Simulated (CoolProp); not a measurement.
Vapour-liquid equilibrium of R22 (1) + methanol (2) at 0.0444 MPa; x and y are mole fractions of (1).

The numbers come from the multi-fluid Helmholtz-energy mixture model, Kamei 1995 and de Reuck 1993; pair parameters Bell 2016 in CoolProp.

| x | bubble temperature (K) | y at the bubble point | dew temperature at overall composition x (K) | liquid density (mol/L) |
|---|---|---|---|---|
| 0.05 | 271.5 | 0.920 | 316.9 | 24.70 |
| 0.2 | 239.6 | 0.993 | 313.2 | 23.88 |
| 0.35 | 230.1 | 0.997 | 308.8 | 22.52 |
| 0.5 | 225.2 | 0.999 | 303.5 | 21.14 |
| 0.65 | 222.0 | 0.999 | 296.6 | 19.79 |
| 0.8 | 219.5 | 0.999 | 286.5 | 18.49 |
| 0.95 | 217.0 | 1.000 | 264.6 | 17.24 |

No azeotrope shows between x = 0.05 and 0.95.

The pair parameters rest on a limited set of measurements; away from them the model extrapolates. With so large a gap from Raoult's law the liquid may split in two, which this calculation doesn't test in full.
